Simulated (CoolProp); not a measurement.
n-butane at 442.12 K and 0.135 MPa flows at 0.17 m/s in a round tube of 25 mm bore and 45 µm roughness, fully developed (64/Re and Nu = 3.66 if laminar; Colebrook and Gnielinski if turbulent). Each further row changes one setting.

Model: reference Helmholtz-energy equation of state, Bücker 2006, in CoolProp.

```tsv
case	Reynolds number	Darcy friction factor	pressure drop (Pa/m)	heat-transfer coefficient (W/(m² K))	mass flow (kg/h)
as stated	(withheld)	(withheld)	(withheld)	4.99	(withheld)
velocity 0.34 m/s	1680	0.0381	(withheld)	4.99	(withheld)
diameter 50 mm	1680	0.0381	0.0237	(withheld)	(withheld)
```

**Question.** Fill in the missing entries.

**Answer.** 
- as stated, Reynolds number: 841
- as stated, Darcy friction factor: 0.0761
- as stated, pressure drop (Pa/m): 0.0949
- as stated, mass flow (kg/h): 0.648
- velocity 0.34 m/s, pressure drop (Pa/m): 0.190
- velocity 0.34 m/s, mass flow (kg/h): 1.30
- diameter 50 mm, heat-transfer coefficient (W/(m² K)): 2.50
- diameter 50 mm, mass flow (kg/h): 2.59

Viscosity comes from a separate model (Vogel 1999). Thermal conductivity comes from a separate model (Perkins 2002).
